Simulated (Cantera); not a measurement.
A Cantera script and its output.

```python
import numpy as np
import cantera as ct

gas = ct.Solution("gri30.yaml", transport_model="multicomponent")
show = ['OH', 'CH3', 'CH4']

rows = []
print(f"{'T/K':>7s}{'rho':>11s}{'cp':>10s}{'mu':>11s}{'lambda':>11s}{'Pr':>7s}" + "".join(f"{'D_' + s:>11s}" for s in show))
for T in [400, 650, 900, 1150, 1400, 1650, 1900, 2150, 2400]:
    gas.TPX = T, 500000, {'N2': 0.17, 'CH3OH': 0.53, 'CO2': 0.49, 'C3H8': 0.64}
    Pr = gas.cp_mass * gas.viscosity / gas.thermal_conductivity
    D = [gas.mix_diff_coeffs_mole[gas.species_index(s)] for s in show]
    rows.append([gas.density, gas.cp_mass, gas.viscosity, gas.thermal_conductivity, Pr, *D])
    print(f"{T:7g}{gas.density:11.4e}{gas.cp_mass:10.1f}{gas.viscosity:11.4e}"
          f"{gas.thermal_conductivity:11.4e}{Pr:7.3f}" + "".join(f"{d:11.4e}" for d in D))
print("SI units: kg/m3, J/kg/K, Pa s, W/m/K, m2/s")
```

It prints:

```
    T/K        rho        cp         mu     lambda     Pr       D_OH      D_CH3      D_CH4
    400 5.8765e+00    1575.2 1.4218e-05 2.8427e-02  0.788 7.4355e-06 5.3339e-06 5.2996e-06
    650 3.6163e+00    2146.3 2.1786e-05 5.8741e-02  0.796 1.7428e-05 1.2796e-05 1.2703e-05
    900 2.6118e+00    2545.8 2.8232e-05 8.9985e-02  0.799 3.0381e-05 2.2543e-05 2.2371e-05
   1150 2.0440e+00    2824.5 3.3905e-05 1.1991e-01  0.799 4.5933e-05 3.4271e-05 3.4002e-05
   1400 1.6790e+00    3025.5 3.9027e-05 1.4795e-01  0.798 6.3855e-05 4.7793e-05 4.7413e-05
   1650 1.4246e+00    3179.1 4.3743e-05 1.7437e-01  0.798 8.3987e-05 6.2980e-05 6.2474e-05
   1900 1.2372e+00    3294.8 4.8151e-05 1.9908e-01  0.797 1.0620e-04 7.9738e-05 7.9094e-05
   2150 1.0933e+00    3380.9 5.2320e-05 2.2215e-01  0.796 1.3041e-04 9.7994e-05 9.7199e-05
   2400 9.7942e-01    3444.3 5.6300e-05 2.4375e-01  0.796 1.5653e-04 1.1769e-04 1.1673e-04
SI units: kg/m3, J/kg/K, Pa s, W/m/K, m2/s
```

Cantera simulation using GRI-Mech 3.0 (53 species, 325 reactions); the numbers are that mechanism's predictions, not measurements. Polar gases are described roughly by these parameters. The composition is frozen, though it would react at the higher temperatures.
